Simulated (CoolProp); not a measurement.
Saturation properties of 1-butene (Tc = 146.1 °C, pc = 4.006 MPa, ω = 0.192).

Values from CoolProp's reference Helmholtz-energy equation of state, Lemmon 2005. It is a short technical equation, of lower accuracy than the large ones.

```csv
T (°C),p (MPa),enthalpy of vaporisation (kJ/kg),liquid cp (kJ/(kg K)),vapour Z,surface tension (mN/m)
-7.15,0.09803,393.0,2.163,0.9587,16.1
2.75,0.1423,383.5,2.204,…,14.8
12.75,…,373.4,…,0.9331,13.5
22.65,…,363.0,2.297,0.9172,12.3
32.65,0.3725,351.8,2.350,0.8989,11.0
42.55,…,340.0,…,0.8784,9.86
52.55,0.6349,327.3,2.475,0.8551,8.69
62.45,0.8073,313.7,2.549,0.8293,7.55
72.45,1.014,298.8,2.636,0.8002,6.44
82.35,1.255,…,2.738,0.7679,5.38
92.35,1.539,264.5,2.867,…,4.35
```

Problem. Some entries are withheld; supply them.

Solution. 
- 2.75, vapour Z: 0.9470
- 12.75, p (MPa): 0.2013
- 12.75, liquid cp (kJ/(kg K)): 2.249
- 22.65, p (MPa): 0.2766
- 42.55, p (MPa): 0.4901
- 42.55, liquid cp (kJ/(kg K)): 2.409
- 82.35, enthalpy of vaporisation (kJ/kg): 282.7
- 92.35, vapour Z: 0.7312

It boils at -6.3 °C under 1 atm.

Surface tension comes from a separate correlation (Mulero 2012).
